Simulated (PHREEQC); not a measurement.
1.4 g of hydrous ferric oxide (600 m²/g; 0.2 weak and 0.005 strong sites per Fe, Dzombak-Morel constants, diffuse double layer) in 1 kg of water with 0.05 mol/kgw of an inert sodium salt and 0.0001 mol/kgw NaF, at 25 °C; the pH is set by adding NaOH or the inert anion's acid. Oxygen alone is held at its pressure in air (log pO2 = -0.68). CO2 from the air is kept out. No solid was allowed to form.

All values are PHREEQC results (ion-association model, wateq4f.dat), not measurements.

```
pH     F sorbed (%)  surface charge σ (C/m²)  surface potential ψ (mV)
-----  ------------  -----------------------  ------------------------
4              96.6                    0.286                       158
4.67           95.0                      [?]                       143
5.33           90.4                    0.142                       [?]
6              78.9                      [?]                       [?]
6.67           55.9                      [?]                        69
7.33           27.8                    0.022                       [?]
8               9.4                    0.003                       [?]
8.67            2.6                   -0.015                       -29
9.33            0.7                   -0.039                       -61
10              0.2                   -0.074                       -90
10.67           0.1                   -0.126                      -116
11.33           0.0                   -0.196                       [?]
12              0.0                   -0.282                      -151
```

Some entries are withheld; supply them.


- 4.67, surface charge σ (C/m²): 0.213
- 5.33, surface potential ψ (mV): 122
- 6, surface charge σ (C/m²): 0.086
- 6, surface potential ψ (mV): 98
- 6.67, surface charge σ (C/m²): 0.047
- 7.33, surface potential ψ (mV): 39
- 8, surface potential ψ (mV): 5
- 11.33, surface potential ψ (mV): -138
